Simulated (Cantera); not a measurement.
A counterflow diffusion flame at 0.640 bar, nozzles 20 mm apart: fuel side 37.9 % CH4, 32.6 % C2H6, 7.20 % C3H8, 22.3 % N2 at 550 K, oxidiser side 26.0 % O2, 74.0 % N2 at 650 K, fuel mass flux 0.89 times the oxidiser's; mixture-averaged transport, no radiation.

Computed with Cantera and GRI-Mech 3.0 (53 species, 325 reactions). GRI-Mech 3.0 has no aromatics or soot, which form on the fuel side of real flames. The maximum strain rate includes the flame's own expansion and is several times the mean.

x: mole fraction; the columns are a selection and need not sum to one.

| oxidiser flux (kg/m²/s) | max strain (1/s) | mean strain (1/s) | T max (K) | peak x OH | peak x H | peak x NO | peak x CO | peak x C2H2 |
|---|---|---|---|---|---|---|---|---|
| 0.16 | … | 43.4 | 2274 | 0.0142 | 0.00789 | 0.000483 | 0.0928 | 0.0399 |
| 0.22 | … | 59.6 | 2254 | 0.0141 | 0.00827 | 0.000438 | 0.0912 | 0.0387 |
| 0.29 | … | 78.6 | 2238 | 0.0139 | 0.00858 | 0.000405 | 0.0899 | 0.0377 |
| 0.4 | … | 108 | 2224 | 0.0139 | 0.00902 | 0.000372 | 0.0890 | 0.0366 |
| 0.53 | … | 144 | 2208 | 0.0137 | 0.00933 | 0.000338 | 0.0879 | 0.0354 |
| 0.72 | … | 195 | 2191 | 0.0134 | 0.00964 | 0.000301 | 0.0868 | 0.0339 |
| 0.98 | … | 266 | 2174 | 0.0131 | 0.00992 | 0.000264 | 0.0861 | 0.0324 |
| 1.3 | … | 352 | 2155 | 0.0127 | 0.0101 | 0.000228 | 0.0855 | 0.0308 |
| 1.8 | … | 488 | 2130 | 0.0121 | 0.0101 | 0.000184 | 0.0850 | 0.0284 |

What belongs in the gaps?


- 0.16, max strain (1/s): 228
- 0.22, max strain (1/s): 304
- 0.29, max strain (1/s): 390
- 0.4, max strain (1/s): 524
- 0.53, max strain (1/s): 678
- 0.72, max strain (1/s): 899
- 0.98, max strain (1/s): 1190
- 1.3, max strain (1/s): 1540
- 1.8, max strain (1/s): 2080
